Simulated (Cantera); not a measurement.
A closed system holds: 1 mol FeS, 1.6 mol O2, 6.7 mol N2, 0.24 mol SO2, at 1275 K.

Cantera equilibrium calculation (NASA polynomials, part measured and part estimated; ideal gas, pure solids and liquids). Candidate condensed phases: Fe, FeO, FeS, FeSO4, FeS2, Fe2O3, Fe2(SO4)3, Fe3O4, S; 19 gas species. Mutual solubility and eutectic melting of coexisting phases are not modelled. The tables' stoichiometric FeO is somewhat more stable than real wüstite, so its field is too wide. FeO: taken at fixed stoichiometry. Gases not in the tables: S3 to S7. Rates play no part.

x: gas mole fraction; n: condensed amount in mol.

```json
[
 {"P (Pa)": "1000", "x N2": "0.846", "x SO2": "0.151", "x S2": "0.00262", "x S2O": "7.50e-5", "x SO": "…", "x S": "9.68e-7", "x SO3": "3.77e-8", "n FeO(s)": "0.136", "n Fe3O4(s)": "0.288"},
 {"P (Pa)": "3500", "x N2": "0.847", "x SO2": "0.148", "x S2": "0.00402", "x S2O": "0.000140", "x SO": "…", "x S": "6.41e-7", "x SO3": "4.51e-8", "n FeO(s)": "0", "n Fe3O4(s)": "0.333"},
 {"P (Pa)": "13000", "x N2": "0.847", "x SO2": "0.148", "x S2": "0.00401", "x S2O": "0.000194", "x SO": "…", "x S": "3.32e-7", "x SO3": "6.27e-8", "n FeO(s)": "0", "n Fe3O4(s)": "0.333"},
 {"P (Pa)": "45000", "x N2": "0.847", "x SO2": "0.148", "x S2": "0.00397", "x S2O": "0.000263", "x SO": "…", "x S": "1.78e-7", "x SO3": "8.58e-8", "n FeO(s)": "0", "n Fe3O4(s)": "0.333"},
 {"P (Pa)": "160000", "x N2": "0.847", "x SO2": "0.148", "x S2": "0.00391", "x S2O": "0.000357", "x SO": "…", "x S": "9.36e-8", "x SO3": "1.18e-7", "n FeO(s)": "0", "n Fe3O4(s)": "0.333"},
 {"P (Pa)": "560000", "x N2": "0.847", "x SO2": "0.148", "x S2": "0.00383", "x S2O": "0.000481", "x SO": "…", "x S": "4.95e-8", "x SO3": "1.62e-7", "n FeO(s)": "0", "n Fe3O4(s)": "0.333"},
 {"P (Pa)": "2000000", "x N2": "0.848", "x SO2": "0.148", "x S2": "0.00371", "x S2O": "0.000646", "x SO": "…", "x S": "2.58e-8", "x SO3": "2.25e-7", "n FeO(s)": "0", "n Fe3O4(s)": "0.333"}
]
```

**Question.** What belongs in the gaps?

**Answer.** 
- 1000, x SO: 0.000429
- 3500, x SO: 0.000346
- 13000, x SO: 0.000249
- 45000, x SO: 0.000182
- 160000, x SO: 0.000132
- 560000, x SO: 9.61e-5
- 2000000, x SO: 6.93e-5
